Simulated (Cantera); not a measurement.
Feed: 1 mol SiO2, 4.3 mol HCl, 0.54 mol O2, at 1050 K and 1.00 Pa.

Cantera equilibrium calculation (NASA polynomials, part measured and part estimated; ideal gas, pure solids and liquids). Candidate condensed phases: H2O, Si, SiO2; 30 gas species. Kinetics and transport are ignored.

Base state: HCl 0.847, O2 0.101, Cl 0.0232, H2O 0.0202, Cl2 0.00861 (mole fractions); condensed: SiO2(β-quartz).

Task: What changes in the equilibrium state with this change: pressure from 1.00 Pa to 13000 Pa?

Result: 
```json
[
 {"species": "HCl", "before": "0.847", "after": "0.721"},
 {"species": "H2O", "before": "0.0202", "after": "0.107"},
 {"species": "Cl2", "before": "0.00861", "after": "0.107"},
 {"species": "Cl", "before": "0.0232", "after": "0.000718"},
 {"species": "O2", "before": "0.101", "after": "0.0639"},
 {"species": "HOCl", "before": "1.54e-7", "after": "1.19e-5"},
 {"species": "SiO2(β-quartz), mol", "before": "1.00", "after": "1.00"}
]
```

Task: What changes in the equilibrium state with this change: temperature from 1050 K to 1198 K?

Result: 
```json
[
 {"species": "HCl", "before": "0.847", "after": "0.807"},
 {"species": "O2", "before": "0.101", "after": "0.0929"},
 {"species": "Cl", "before": "0.0232", "after": "0.0642"},
 {"species": "H2O", "before": "0.0202", "after": "0.0340"},
 {"species": "OH", "before": "1.94e-6", "after": "2.46e-5"},
 {"species": "Cl2", "before": "0.00861", "after": "0.00192"},
 {"species": "SiO2(β-quartz), mol", "before": "1.00", "after": "1.00"}
]
```
The tables hold silica as quartz up to 1696 K and as liquid above; real silica turns to tridymite and cristobalite and melts near 1996 K.

Task: What changes in the equilibrium state with this change: temperature from 1050 K to 1325 K?

Result: 
| species | before | after |
|---|---|---|
| HCl | 0.847 | 0.751 |
| Cl | 0.0232 | 0.112 |
| O2 | 0.101 | 0.0802 |
| H2O | 0.0202 | 0.0564 |
| O | 6.73e-8 | 2.47e-5 |
| OH | 1.94e-6 | 0.000146 |
| Cl2 | 0.00861 | 0.000526 |
| SiO2(β-quartz), mol | 1.00 | 1.00 |
The tables hold silica as quartz up to 1696 K and as liquid above; real silica turns to tridymite and cristobalite and melts near 1996 K.
